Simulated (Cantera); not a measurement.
An adiabatic, constant-volume homogeneous reactor starts with CH₄ : C₂H₆ : C₃H₈ : O₂ : N₂ : H₂O = 1 : 0.088 : 0.38 : 4.21 : 15.8 : 4.4 (molar parts), at 1800 K and 100000 Pa. Integrator tolerance rtol = 1e-08.

Cantera simulation using GRI-Mech 3.0 (53 species, 325 reactions); the numbers are that mechanism's predictions, not measurements. GRI-Mech 3.0 was tuned for natural gas; its chemistry of propane as a main component is partial and can be far from experiment.

### Question
What does this change do: constant pressure in place of constant volume?

### Answer
```
quantity                                                              before                                      after
---------------------------------  -----------------------------------------  -----------------------------------------
time of steepest temperature rise                                    17.5 µs                                    19.5 µs
temperature at 3.00 s                                                 2816 K                                     2697 K
equilibrium temperature                                               2816 K                                     2697 K
x(CH₄) at 3.00 s                       <1e-12 (gas-phase equilibrium <1e-12)      <1e-12 (gas-phase equilibrium <1e-12)
x(C₂H₆) at 3.00 s                      <1e-12 (gas-phase equilibrium <1e-12)      <1e-12 (gas-phase equilibrium <1e-12)
x(C₃H₈) at 3.00 s                      <1e-12 (gas-phase equilibrium <1e-12)      <1e-12 (gas-phase equilibrium <1e-12)
x(NO₂) at 3.00 s                     2.85e-6 (gas-phase equilibrium 2.85e-6)    1.90e-6 (gas-phase equilibrium 1.90e-6)
x(CH₂O) at 3.00 s                  7.74e-10 (gas-phase equilibrium 7.74e-10)  3.58e-10 (gas-phase equilibrium 3.58e-10)
```
